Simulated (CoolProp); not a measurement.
Model: reference Helmholtz-energy equation of state, Thol 2018, in CoolProp.

Task: For hydrogen chloride, give the phase and the Joule-Thomson coefficient (K/MPa) at 221.65 °C and 0.54 MPa.

Result: 
- 221.65 °C and 0.54 MPa: gas; Joule-Thomson coefficient 5.70
